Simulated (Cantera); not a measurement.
Charge: 1 mol Mg(OH)₂, 0.2 mol CO₂, 0.016 mol H₂O, held at 1323 K and 0.000690 bar.

Method: chemical equilibrium by Gibbs-energy minimisation in Cantera with the NASA 1993 tables (ideal gas, pure condensed phases). Candidate condensed phases: C, C₆H₆, C₇H₈, C₈H₁₈, H₂O, Mg, MgCO₃, MgO, Mg(OH)₂; 116 gas species. The numbers say what is thermodynamically allowed, not how fast it happens.

Problem. What is the equilibrium state?

Solution. 
```
Item                                       Result
--------------------------------------  ---------
x(H₂O)                                      0.835
x(CO₂)                                      0.164
x(H₂)                                    0.000297
x(O₂)                                    0.000192
x(CO)                                    0.000108
x(OH)                                     4.23e-5
x(H)                                      1.04e-6
n(MgO(s))                                1.00 mol
gas amount                              1.216 mol
log10 activity of C(graphite) (absent)     -12.71
log10 activity of Mg(l) (absent)           -14.56
```
